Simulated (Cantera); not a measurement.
A counterflow diffusion flame at 150000 Pa, nozzles 20 mm apart: fuel side 47.6 % H₂, 52.4 % N₂ at 375 K, oxidiser side 17.0 % O₂, 83.0 % N₂ at 400 K, fuel mass flux 0.74 times the oxidiser's; mixture-averaged transport, no radiation.

Model: the H2/O2 subset of GRI-Mech 3.0, which has no nitrogen chemistry, integrated in Cantera. The maximum strain rate includes the flame's own expansion and is several times the mean.

x: mole fraction; the columns are a selection and need not sum to one.

```
oxidiser flux (kg/m²/s)  max strain (1/s)  mean strain (1/s)  T max (K)  peak x OH  peak x H  peak x H₂O  peak x HO₂
-----------------------  ----------------  -----------------  ---------  ---------  --------  ----------  ----------
0.9                                   318               79.0       1968    0.00692   0.00623       0.221     3.54e-5
1.2                                   415                105       1944    0.00707   0.00699       0.219     4.40e-5
1.5                                   512                132       1925    0.00720   0.00767       0.217     5.17e-5
2                                     670                176       1901    0.00732   0.00858       0.216     6.25e-5
2.6                                   860                228       1875    0.00737   0.00945       0.214     7.36e-5
3.4                                  1110                299       1847    0.00737    0.0104       0.212     8.56e-5
4.4                                   [?]                386       1818    0.00733       [?]       0.210         [?]
5.7                                   [?]                501       1792    0.00734       [?]       0.209         [?]
7.5                                  2360                659       1763    0.00728    0.0136       0.207    0.000127
```

Task: Fill in the missing entries.

Result: 
- 4.4, max strain (1/s): 1420
- 4.4, peak x H: 0.0113
- 4.4, peak x HO₂: 9.81e-5
- 5.7, max strain (1/s): 1820
- 5.7, peak x H: 0.0124
- 5.7, peak x HO₂: 0.000112
